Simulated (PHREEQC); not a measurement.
Dissolve 0.046 mol/kgw HCl, 0.0029 mol/kgw Al2(SO4)3 and 0.3 mol/kgw NiSO4 at 25 °C. It is in equilibrium with CO2 at log p = -3.5 (atm). Otherwise closed; pH follows from the charge balance.

Equilibrium calculation in PHREEQC: ion-association model, wateq4f.dat.

No solid was allowed to form.

Task: Order these Al species by the share of Al that they hold, largest first: AlSO4+, Al+3, AlHSO4+2, Al(SO4)2-.

Result: AlSO4+ (55 %), Al(SO4)2- (38 %), Al+3 (6.1 %), AlHSO4+2 (0.11 %)

Task: Order these S species by the share of S that they hold, largest first: SO4-2, HSO4-, Al(SO4)2-, NiSO4, AlSO4+.

Result: NiSO4 (50 %), SO4-2 (36 %), HSO4- (11 %), Al(SO4)2- (1.4 %), AlSO4+ (1.0 %)

The pH is 2.00 and the ionic strength 0.555 mol/kgw.
